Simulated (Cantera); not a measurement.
Input: 1 mol CH3Cl, 0.67 mol Si, held at 1225 K and 1.00 bar.

Cantera equilibrium calculation (NASA polynomials, part measured and part estimated; ideal gas, pure solids and liquids). Candidate condensed phases: C, C6H6, C7H8, C8H18, Si, SiC; 109 gas species. The tables' values for SiCl3 are old estimates; treat these amounts as uncertain. Rates play no part.

Base state: H2 0.696, HCl 0.211, SiCl4 0.0762, SiHCl3 0.00783, CH4 0.00636, SiCl3 0.00172, SiCl2 0.000306, SiH2Cl2 0.000108 (mole fractions); condensed: C(graphite) + SiC(s).

Task: What changes in the equilibrium state with this change: pressure from 1.00 bar to 1.70 Pa?

Result: 
| species | before | after |
|---|---|---|
| H2 | 0.696 | 0.503 |
| HCl | 0.211 | 0.495 |
| SiCl2 | 0.000306 | 0.00232 |
| SiCl4 | 0.0762 | 7.45e-5 |
| CH4 | 0.00636 | 5.64e-8 |
| SiH2Cl2 | 0.000108 | 1.00e-8 |
| SiHCl3 | 0.00783 | 2.36e-6 |
| Cl | 6.80e-8 | 4.54e-5 |
| H | 2.60e-7 | 5.36e-5 |
| C(graphite), mol | 0.476 | 0.335 |
| SiC(s), mol | 0.512 | 0.665 |

Task: What changes in the equilibrium state with this change: temperature from 1225 K to 2575 K?

Result: 
```csv
species,before,after
H2,0.696,0.551
HCl,0.211,0.322
SiCl2,0.000306,0.0741
SiCl4,0.0762,1.92e-5
Cl,6.80e-8,0.0105
H,2.60e-7,0.0257
SiCl,<1e-9,0.00346
Si,<1e-9,0.00233
"C(graphite), mol",0.476,0.463
"SiC(s), mol",0.512,0.499
```
The tables' values for SiCl, SiCl3 are old estimates; treat these amounts as uncertain. Gases not in the tables: Si2H6 and higher silanes.
